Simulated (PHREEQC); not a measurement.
Consider water at 25 °C with 0.094 mol/kgw ZnSO4, 0.042 mol/kgw KCl and 0.0019 mol/kgw FeSO4. Closed to the air; pH follows from the charge balance.

All values are PHREEQC results (ion-association model, phreeqc.dat), not measurements.

```
quantity                          before     after
------------------------------  --------  --------
pH                                  5.46      5.67
ionic strength (mol/kgw)           0.242    0.0744
SO4-2 (mol/kgw)                   0.0394   0.00771
KSO4- (mol/kgw)                  0.00280  0.000891
Fe+2 (mol/kgw)                   0.00121   0.00150
FeSO4 (mol/kgw)                 0.000673  0.000361
SI of Melanterite (FeSO4:7H2O)     -3.20     -3.48
SI of Sylvite (KCl)                -4.01     -3.88
```

Task: Name the change that produced these shifts.
A. ZnSO4 replaced by K2SO4 at the same molality
B. diluted 10-fold with water
C. ZnSO4 replaced by Al2(SO4)3 at the same molality
D. diluted 100-fold with water
E. ZnSO4 from 0.094 to 0.0094 mol/kgw

Result: E, ZnSO4 from 0.094 to 0.0094 mol/kgw

No solid was allowed to form.
